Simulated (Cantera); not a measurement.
**Equilibrium for abatement and gas-phase synthesis: SF6 + O2 + N2**

Input: 1 mol SF6, a varied amount of O2, 11 mol N2, equilibrated at 3373.15 K and 50000 Pa.

Method: chemical equilibrium by Gibbs-energy minimisation in Cantera with the NASA 1993 tables (ideal gas, pure condensed phases). Candidate condensed phases: S; 35 gas species. Kinetics and transport are ignored.

From 0.16 mol O2 to 3.7 mol O2 nothing is condensed.

```csv
n(O2) (mol),log p N2,log p F,log p O,log p O2,log p S,log p NO,log p SO,log p SO2
0.16,-0.52,-0.78,-2.49,-4.07,-1.69,-3.05,-2.38,-3.79
0.6,-0.53,-0.79,-1.90,-2.89,-1.88,-2.47,-1.98,-2.80
1,-0.54,-0.80,-1.68,-2.45,-2.02,-2.25,-1.90,-2.50
1.5,-0.56,-0.82,-1.51,-2.13,-2.16,-2.10,-1.88,-2.32
1.9,-0.57,-0.83,-1.43,-1.95,-2.26,-2.02,-1.88,-2.24
2.4,-0.59,-0.84,-1.34,-1.79,-2.35,-1.94,-1.90,-2.17
2.8,-0.60,-0.85,-1.29,-1.69,-2.42,-1.90,-1.92,-2.14
3.2,-0.61,-0.86,-1.25,-1.60,-2.48,-1.86,-1.93,-2.11
3.7,-0.62,-0.87,-1.21,-1.52,-2.54,-1.83,-1.95,-2.09
```
log p: log10 of the partial pressure in bar; nothing condenses.
